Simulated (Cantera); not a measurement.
Feed: 1 mol FeS2, 1.3 mol H2S, 6.5 mol H2O, held at 652 °C and 19.0 bar.

Method: chemical equilibrium by Gibbs-energy minimisation in Cantera with the NASA 1993 tables (ideal gas, pure condensed phases). Candidate condensed phases: Fe, FeO, Fe(OH)2, Fe(OH)3, FeS, FeSO4, FeS2, Fe2O3, Fe2(SO4)3, Fe3O4, H2O, H2SO4, S; 22 gas species. FeS: taken at fixed stoichiometry. Gases not in the tables: S3 to S7. The numbers say what is thermodynamically allowed, not how fast it happens.

Base state: H2O 0.827, H2S 0.167, H2 0.00290, SO2 0.00187, S2 0.00165, S2O 4.46e-5 (mole fractions); condensed: FeS(s) + FeS2(s).

Problem. What changes in the equilibrium state with this change: FeS2 replaced by MgCO3?

Solution. 
| species | before | after |
|---|---|---|
| H2O | 0.827 | 0.737 |
| H2S | 0.167 | 0.145 |
| CO2 | 0 | 0.113 |
| COS | 0 | 0.000349 |
| CO | 0 | 0.000268 |
| S2O | 4.46e-5 | 1.63e-5 |
| SO2 | 0.00187 | 0.000702 |
| FeS(s), mol | 0.0480 | 0 |
| FeS2(s), mol | 0.952 | 0 |
| MgO(s), mol | 0 | 1.00 |
Further candidate phases: C, C6H6, C7H8, C8H18, Mg, MgCO3, MgO, Mg(OH)2, MgS, MgSO4.

Problem. What changes in the equilibrium state with this change: FeS2 replaced by MgO?

Solution. 
```json
[
 {"species": "H2O", "before": "0.827", "after": "0.831"},
 {"species": "H2S", "before": "0.167", "after": "0.164"},
 {"species": "H2", "before": "0.00290", "after": "0.00395"},
 {"species": "SO2", "before": "0.00187", "after": "0.000729"},
 {"species": "S2O", "before": "4.46e-5", "after": "1.70e-5"},
 {"species": "S2", "before": "0.00165", "after": "0.000854"},
 {"species": "FeS(s), mol", "before": "0.0480", "after": "0"},
 {"species": "FeS2(s), mol", "before": "0.952", "after": "0"},
 {"species": "MgO(s), mol", "before": "0", "after": "1.00"}
]
```
Further candidate phases: Mg, MgO, Mg(OH)2, MgS, MgSO4.
